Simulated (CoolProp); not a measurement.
Model: reference Helmholtz-energy equation of state, Platzer 1990, in CoolProp. This equation is an older, rougher fit; its heat capacities, sound speeds and derivatives of the liquid may be far off and weren't checked against measurements.

Q: Give the vapour pressure (kPa), liquid density (kg/m³), vapour density (kg/m³), enthalpy of vaporisation (kJ/kg) of saturated R13 at -8.45 °C.

A: 
```csv
T (°C),p (kPa),liquid density (kg/m³),vapour density (kg/m³),enthalpy of vaporisation (kJ/kg)
-8.45,1580,1180,103,99.3
```
